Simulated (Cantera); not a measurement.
Standard-state values (1 bar) from the NASA 1993 polynomials, evaluated with Cantera. Values are per mole of reaction as written; species without (g) are pure solids or liquids, kept so even where they would boil at 1 bar.

a) C + O2(g) ⇌ CO2(g)
b) Nb + O2(g) ⇌ NbO2
c) 2 Pb + O2(g) ⇌ 2 PbO(g)

Order these by ΔG° at 600 K, most negative first.

b (-684 kJ), a (-395 kJ), c (55 kJ)
